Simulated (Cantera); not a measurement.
A Cantera script and its output.

```python
import numpy as np
import cantera as ct

gas = ct.Solution("gri30.yaml")
gas.TPX = 1023, 1000000, {'C3H8': 1, 'O2': 6.25, 'N2': 23.5}
reactor = ct.IdealGasReactor(gas, energy="on", clone=False)
net = ct.ReactorNet([reactor])
net.rtol, net.atol = 1e-08, 1e-16
show = ['C3H8', 'O2', 'CH2', 'C2H2', 'NO']
times = np.geomspace(7e-06, 0.8, 14)

steps = ct.SolutionArray(gas, extra=["t"])
rows = []
print(f"{'t/s':>10s}{'T/K':>9s}{'P/Pa':>11s}" + "".join(f"{s:>11s}" for s in show))
for t in times:
    while net.time < t:
        t_next = net.step()
        steps.append(gas.state, t=t_next)
    rows.append([np.interp(t, steps.t, y) for y in (steps.T, steps.P, *steps(*show).X.T)])
    print(f"{t:10.3e}{rows[-1][0]:9.1f}{rows[-1][1]:11.4g}" + "".join(f"{x:11.3e}" for x in rows[-1][2:]))
rate = np.gradient(steps.T, steps.t)
print("integrator steps:", len(steps.t))
if steps.T.max() > steps.T[0] + 200:
    print(f"time of steepest temperature rise: {steps.t[rate.argmax()]:.4e} s")
gas.TPX = 1023, 1000000, {'C3H8': 1, 'O2': 6.25, 'N2': 23.5}
gas.equilibrate("UV")
print(f"equilibrium (UV): T = {gas.T:.1f} K  " + "  ".join(f"{s} {gas[s].X[0]:.3e}" for s in show))
```

Result:

```
       t/s      T/K       P/Pa       C3H8         O2        CH2       C2H2         NO
 7.000e-06   1023.0      1e+06  3.252e-02  2.033e-01  1.075e-19  1.425e-18  7.297e-25
 1.715e-05   1023.0      1e+06  3.252e-02  2.033e-01  6.985e-19  1.639e-17  3.926e-24
 4.200e-05   1023.0      1e+06  3.252e-02  2.033e-01  4.811e-18  2.398e-16  2.328e-23
 1.029e-04   1023.0      1e+06  3.252e-02  2.033e-01  3.747e-17  4.665e-15  1.529e-22
 2.520e-04   1023.0      1e+06  3.252e-02  2.033e-01  3.439e-16  1.334e-13  1.225e-21
 6.173e-04   1023.0      1e+06  3.252e-02  2.032e-01  2.499e-15  4.804e-12  1.259e-20
 1.512e-03   1023.0      1e+06  3.250e-02  2.032e-01  5.809e-15  1.047e-10  8.839e-20
 3.704e-03   1023.0      1e+06  3.245e-02  2.032e-01  8.044e-15  1.173e-09  3.592e-19
 9.072e-03   1023.1      1e+06  3.231e-02  2.032e-01  1.297e-14  1.074e-08  1.338e-18
 2.222e-02   1023.7  1.001e+06  3.175e-02  2.028e-01  4.755e-14  1.269e-07  8.244e-18
 5.443e-02   2824.2  2.886e+06  4.531e-42  3.581e-02  5.331e-15  1.051e-18  1.511e-02
 1.333e-01   2824.2  2.886e+06  4.531e-42  3.581e-02  5.331e-15  1.051e-18  1.511e-02
 3.266e-01   2824.2  2.886e+06  4.531e-42  3.581e-02  5.331e-15  1.051e-18  1.511e-02
 8.000e-01   2824.2  2.886e+06  4.531e-42  3.581e-02  5.331e-15  1.051e-18  1.511e-02
integrator steps: 2690
time of steepest temperature rise: 4.2421e-02 s
equilibrium (UV): T = 2824.2 K  C3H8 7.267e-42  O2 3.581e-02  CH2 6.563e-15  C2H2 1.151e-18  NO 1.511e-02
```

Detailed kinetics in Cantera: GRI-Mech 3.0 (53 species, 325 reactions). GRI-Mech 3.0 was tuned for natural gas; its chemistry of propane as a main component is partial and can be far from experiment.
